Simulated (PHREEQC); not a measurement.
## Phosphoric acid bath: speciation

Solution (25 °C): 160 mmol/kgw H3PO4 and 0.036 mmol/kgw HNO3. Closed to the air; pH follows from the charge balance.

The numbers come from PHREEQC with the ion-association model, phreeqc.dat.

Precipitation was switched off in this run.

What pH, specific conductance, ionic strength does the model give?

pH 1.53; specific conductance 11600 µS/cm; ionic strength 0.0342 mol/kgw.

In which forms is P present?

H3PO4 79 %, H2PO4- 21 % of the P.
